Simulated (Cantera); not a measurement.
A closed system holds: 1 mol Cr, 2 mol O₂, 6.9 mol N₂, at 1.70 Pa.

Method: chemical equilibrium by Gibbs-energy minimisation in Cantera with the NASA 1993 tables (ideal gas, pure condensed phases). Candidate condensed phases: Cr, CrN, Cr₂N, Cr₂O₃; 14 gas species. Rates play no part.

x: gas mole fraction; n: condensed amount in mol.

```
T (K)   x N₂   x O₂       x O  x CrO₂  n Cr₂O₃(s)
-----  -----  -----  --------  ------  ----------
1500   0.846  0.153  0.000384       …       0.500
1550   0.846  0.152  0.000741       …       0.500
1600   0.845  0.152   0.00137       …       0.500
1650   0.844  0.151   0.00244       …       0.499
1700   0.843  0.149   0.00419       …       0.498
1750   0.841  0.147   0.00696       …       0.494
1800   0.838  0.144    0.0112       …       0.486
1850   0.831  0.139    0.0174       …       0.465
```

**Question.** What belongs in the gaps?

**Answer.** 
- 1500, x CrO₂: 6.01e-6
- 1550, x CrO₂: 2.03e-5
- 1600, x CrO₂: 6.35e-5
- 1650, x CrO₂: 0.000185
- 1700, x CrO₂: 0.000502
- 1750, x CrO₂: 0.00129
- 1800, x CrO₂: 0.00312
- 1850, x CrO₂: 0.00715
